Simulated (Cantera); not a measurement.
Input: 1 mol B, 0.49 mol N2, 140 mol H2, equilibrated at 1350 K and 8.25 Torr.

Method: chemical equilibrium by Gibbs-energy minimisation in Cantera with the NASA 1993 tables (ideal gas, pure condensed phases). Candidate condensed phases: B, BN; 15 gas species. N2 is the only nitrogen source here; it is nearly inert below about 1500 K, so the nitride shown seldom forms there in practice. Mutual solubility and eutectic melting of coexisting phases are not modelled. Equilibrium is a limit: real reactors are often held back by kinetics, nucleation or transport.

Base state: H2 1.000, H 2.27e-5 (mole fractions); condensed: B(s) + BN(s).

Question: What changes in the equilibrium state with this change: temperature from 1350 K to 1948.15 K?

Answer: 
```tsv
species	before	after
H2	1.000	0.985
H	2.27e-5	0.0107
N2	5.77e-9	0.00347
BH2	1.76e-6	0.000340
B(s), mol	0.0197	0.951
BN(s), mol	0.980	0
```
The tables' values for BH2 are old estimates; treat these amounts as uncertain.

Question: What changes in the equilibrium state with this change: temperature from 1350 K to 1923 K?

Answer: 
| species | before | after |
|---|---|---|
| H2 | 1.000 | 0.988 |
| H | 2.27e-5 | 0.00893 |
| N2 | 5.77e-9 | 0.00324 |
| BH2 | 1.76e-6 | 0.000292 |
| B(s), mol | 0.0197 | 0.891 |
| BN(s), mol | 0.980 | 0.0667 |
The tables' values for BH2 are old estimates; treat these amounts as uncertain.
